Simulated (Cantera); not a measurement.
An adiabatic, constant-pressure homogeneous reactor starts with CH4 : C2H6 : O2 : N2 : CO2 = 1 : 0.12 : 1.73 : 10.5 : 1.4 (molar parts), equivalence ratio 1.4, at 1425 K and 0.868 atm.

Detailed kinetics in Cantera: GRI-Mech 3.0 (53 species, 325 reactions).

Task: Predict: time of steepest temperature rise; temperature at 0.300 s; equilibrium temperature; x(O2) at 0.300 s; x(HCN) at 0.300 s; x(O) at 0.300 s; x(H2O) at 0.300 s.

Result: 
```
Property                                                               Value
---------------------------------  -----------------------------------------
time of steepest temperature rise                                    1.09 ms
temperature at 0.300 s                                                2346 K
equilibrium temperature                                               2346 K
x(O2) at 0.300 s                   0.000471 (gas-phase equilibrium 0.000471)
x(HCN) at 0.300 s                    1.96e-9 (gas-phase equilibrium 1.96e-9)
x(O) at 0.300 s                    0.000150 (gas-phase equilibrium 0.000150)
x(H2O) at 0.300 s                        0.132 (gas-phase equilibrium 0.132)
```
